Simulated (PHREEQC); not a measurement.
Make-up at 25 °C: 0.31 mol/kgw FeSO4. Closed to the air; pH follows from the charge balance.

Equilibrium calculation in PHREEQC: ion-association model, wateq4f.dat.

```csv
quantity,before,after
pH,5.82,7.36
ionic strength (mol/kgw),0.605,0.930
SO4-2 (mol/kgw),0.151,0.310
HSO4- (mol/kgw),6.51e-6,3.31e-7
```

### Question
What was changed between the two runs?
A) 0.015 mol/kgw CaSO4 added
B) FeSO4 replaced by (NH4)2SO4 at the same molality
C) FeSO4 replaced by Rb2SO4 at the same molality
D) FeSO4 from 0.31 to 0.155 mol/kgw
E) temperature from 25 to 35 °C

### Answer
C, FeSO4 replaced by Rb2SO4 at the same molality

Precipitation was switched off in this run. The ionic strength passes 0.7 mol/kgw, the rough limit of the ion-association models, in after.
